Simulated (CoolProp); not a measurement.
A simple Rankine cycle with water: condensing at 306.15 K, boiler at 5.54 MPa, turbine inlet 583.5 K, turbine efficiency 0.65, pump efficiency 0.8, no recuperator. Each further row changes one setting.

Values from CoolProp's reference Helmholtz-energy equation of state, Wagner 2002.

| case | thermal efficiency (%) | net work (kJ/kg) | heat in (kJ/kg) | turbine exit temperature (K) | volume ratio over the turbine |
|---|---|---|---|---|---|
| as stated | 24.2 | 676 | 2790 | 306.1 | 591 |
| turbine inlet 603.5 K | 24.4 | 695 | 2850 | 306.1 | 568 |
| condensing temperature 298.15 K | 25.0 | 706 | 2830 | 298.1 | 909 |
| boiler pressure 3.88 MPa | 23.4 | 666 | 2850 | 306.1 | 403 |
| turbine efficiency 0.55 | 20.4 | 571 | 2790 | 306.1 | 620 |

The expansion ends wet for: as stated; turbine inlet 603.5 K; condensing temperature 298.15 K; boiler pressure 3.88 MPa; turbine efficiency 0.55.
